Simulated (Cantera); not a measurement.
A closed system holds: 1 mol AlN, 0.058 mol N2, held at 93.0 Pa.

Cantera equilibrium calculation (NASA polynomials, part measured and part estimated; ideal gas, pure solids and liquids). Candidate condensed phases: Al, AlN; 5 gas species. Rates play no part.

Q: Which condensed phases are stable at each of these points (T (°C)): 1575, 1650, 1725, 1800, 1875, 1950, 2025, 2100, 2175, 2250, 2325, 2400, 2475, 2550?

A: 
```json
[
 {"T (°C)": "1575", "condensed phases": "AlN(s)", "Al condensed (%)": "99.8"},
 {"T (°C)": "1650", "condensed phases": "AlN(s)", "Al condensed (%)": "98.6"},
 {"T (°C)": "1725", "condensed phases": "gas only", "Al condensed (%)": "0.0"},
 {"T (°C)": "1800", "condensed phases": "gas only", "Al condensed (%)": "0.0"},
 {"T (°C)": "1875", "condensed phases": "gas only", "Al condensed (%)": "0.0"},
 {"T (°C)": "1950", "condensed phases": "gas only", "Al condensed (%)": "0.0"},
 {"T (°C)": "2025", "condensed phases": "gas only", "Al condensed (%)": "0.0"},
 {"T (°C)": "2100", "condensed phases": "gas only", "Al condensed (%)": "0.0"},
 {"T (°C)": "2175", "condensed phases": "gas only", "Al condensed (%)": "0.0"},
 {"T (°C)": "2250", "condensed phases": "gas only", "Al condensed (%)": "0.0"},
 {"T (°C)": "2325", "condensed phases": "gas only", "Al condensed (%)": "0.0"},
 {"T (°C)": "2400", "condensed phases": "gas only", "Al condensed (%)": "0.0"},
 {"T (°C)": "2475", "condensed phases": "gas only", "Al condensed (%)": "0.0"},
 {"T (°C)": "2550", "condensed phases": "gas only", "Al condensed (%)": "0.0"}
]
```

From 1575 °C to 1650 °C the condensed part is AlN(s). From 1725 °C to 2550 °C nothing is condensed.
